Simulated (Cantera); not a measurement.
A perfectly stirred reactor is fed with CH4 : H2 : N2 = 0.041 : 1 : 0.0021 (molar parts), at 1200 Pa; it is held at 2275 K, and followed from long to short residence time.

Model: GRI-Mech 3.0 (53 species, 325 reactions), integrated in Cantera. GRI-Mech 3.0 stops at C3 and has no aromatics, soot or wall deposition, so with more carbon than oxygen in the feed, carbon stays in small species such as C2H2 where larger ones or solid carbon would form. Radical loss at walls, strong at low pressure, is not modelled.

**Question.** Predict: x(CH4) at τ = 2.10 s; x(H2) at τ = 2.10 s; x(HCN) at τ = 2.10 s; x(C2H) at τ = 2.10 s; x(C2H2) at τ = 2.10 s; x(CH4) at τ = 13.0 ms; x(H2) at τ = 13.0 ms; x(HCN) at τ = 13.0 ms; x(C2H) at τ = 13.0 ms; x(C2H2) at τ = 13.0 ms.

**Answer.** 
| Item | Value |
|---|---|
| x(CH4) at τ = 2.10 s | 0.000116 |
| x(H2) at τ = 2.10 s | 0.926 |
| x(HCN) at τ = 2.10 s | 3.87e-5 |
| x(C2H) at τ = 2.10 s | 4.48e-5 |
| x(C2H2) at τ = 2.10 s | 0.0182 |
| x(CH4) at τ = 13.0 ms | 0.0113 |
| x(H2) at τ = 13.0 ms | 0.957 |
| x(HCN) at τ = 13.0 ms | 2.35e-7 |
| x(C2H) at τ = 13.0 ms | 7.40e-6 |
| x(C2H2) at τ = 13.0 ms | 0.0116 |
